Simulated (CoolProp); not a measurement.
Vapour-liquid equilibrium of cyclohexane (1) + o-xylene (2) at 341.9 K; x and y are mole fractions of (1).

Values from CoolProp's multi-fluid Helmholtz-energy mixture model, Zhou 2014 and Zhou 2012; pair parameters Bell 2016.

| x | bubble pressure, mixture model (MPa) | bubble pressure, Raoult's law (MPa) | y, mixture model | y, Raoult's law |
|---|---|---|---|---|
| 0.05 | 0.01268 | 0.01109 | 0.397 | 0.314 |
| 0.2 | 0.02516 | 0.02034 | 0.738 | 0.685 |
| 0.35 | 0.03547 | 0.02959 | 0.843 | 0.824 |
| 0.5 | 0.04412 | 0.03884 | 0.896 | 0.897 |
| 0.65 | 0.05178 | 0.04809 | 0.932 | 0.942 |
| 0.8 | 0.05915 | 0.05735 | 0.961 | 0.972 |
| 0.95 | 0.06690 | 0.06660 | 0.990 | 0.994 |

The largest gap from Raoult's law is +23.7 % in bubble pressure, at x = 0.2. No azeotrope shows between x = 0.05 and 0.95.

The pair parameters rest on a limited set of measurements; away from them the model extrapolates.
